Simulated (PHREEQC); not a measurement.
**Sulfide liquor**

Make-up at 20 °C: 39 mmol/kgw NH4HS, 170 mmol/kgw NaCl and 7.5 mmol/kgw FeCl2. Closed to the air; pH follows from the charge balance.

Equilibrium calculation in PHREEQC: ion-association model, wateq4f.dat.

Each row changes one thing in this solution. No solid was allowed to form.

| case | pH | ionic strength (mol/kgw) | NH4+ (mol/kgw) | NH3 (mol/kgw) |
|---|---|---|---|---|
| as made | 8.02 | 0.208 | 0.0378 | 0.00118 |
| NH4HS replaced by (NH4)2SO4 at the same molality | 5.50 | 0.279 | 0.0717 | 6.59e-6 |
| NaCl left out | 8.04 | 0.0376 | 0.0376 | 0.00137 |
| FeCl2 replaced by MgCl2 at the same molality | 8.18 | 0.230 | 0.0373 | 0.00167 |
| FeCl2 from 0.0075 to 0.0015 mol/kgw | 8.16 | 0.207 | 0.0374 | 0.00159 |
| diluted 2-fold with water | 8.04 | 0.104 | 0.0188 | 0.000648 |
| FeCl2 left out | 8.18 | 0.207 | 0.0373 | 0.00169 |

Species that the database lacks are ignored. Some of these states are supersaturated (in Mackinawite, FeS(ppt), for instance). The polysulfide entries of wateq4f.dat were taken out for this run.
